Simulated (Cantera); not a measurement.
# Equilibrium for titanium nitride, carbide and oxide coatings: Ti + O2 + H2

A closed system holds: 1 mol Ti, a varied amount of O2, 320 mol H2, at 1373.15 K and 3.15 Torr.

Method: chemical equilibrium by Gibbs-energy minimisation in Cantera with the NASA 1993 tables (ideal gas, pure condensed phases). Candidate condensed phases: H2O, Ti, TiO, TiO2, Ti2O3, Ti3O5, Ti4O7; 12 gas species. Condensed phases not in the tables: Magnéli phases beyond Ti4O7. Rates play no part.

```
n(O2) (mol)   x H2     x H2O      x H      x OH  n Ti3O5(s)  n Ti4O7(s)  n TiO2(rutile)
-----------  -----  --------  -------  --------  ----------  ----------  --------------
0.92         0.999  0.000542  5.15e-5  4.98e-10       0.333           0               0
1.6          0.995   0.00453  5.14e-5   4.18e-9           0       0.250               0
2.3          0.992   0.00812  5.13e-5   7.50e-9           0           0            1.00
3.1          0.987    0.0131  5.12e-5   1.22e-8           0           0            1.00
3.8          0.982    0.0175  5.10e-5   1.62e-8           0           0            1.00
4.5          0.978    0.0219  5.09e-5   2.03e-8           0           0            1.00
5.2          0.974    0.0262  5.08e-5   2.45e-8           0           0            1.00
5.9          0.969    0.0306  5.07e-5   2.86e-8           0           0            1.00
6.6          0.965    0.0350  5.06e-5   3.28e-8           0           0            1.00
```
x: gas mole fraction; n: condensed amount in mol.

At 0.92 mol O2 the condensed part is Ti3O5(s). At 1.6 mol O2 the condensed part is Ti4O7(s). From 2.3 mol O2 to 6.6 mol O2 the condensed part is TiO2(rutile).
